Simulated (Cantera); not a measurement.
An isothermal, constant-pressure homogeneous reactor starts with NO : N₂ = 1 : 0.18 (molar parts), at 1700 K and 750 Torr.

Detailed kinetics in Cantera: GRI-Mech 3.0 (53 species, 325 reactions).

Q: Predict: x(NO) at 3.00 s; x(O) at 3.00 s; x(N₂O) at 3.00 s; x(N₂) at 3.00 s; x(NO₂) at 3.00 s.

A: 
```
Item                                                Result
----------------  ----------------------------------------
x(NO) at 3.00 s      0.574 (gas-phase equilibrium 0.00353)
x(O) at 3.00 s     1.71e-5 (gas-phase equilibrium 2.92e-5)
x(N₂O) at 3.00 s  0.000125 (gas-phase equilibrium 1.76e-7)
x(N₂) at 3.00 s        0.289 (gas-phase equilibrium 0.574)
x(NO₂) at 3.00 s   0.00146 (gas-phase equilibrium 1.56e-5)
```
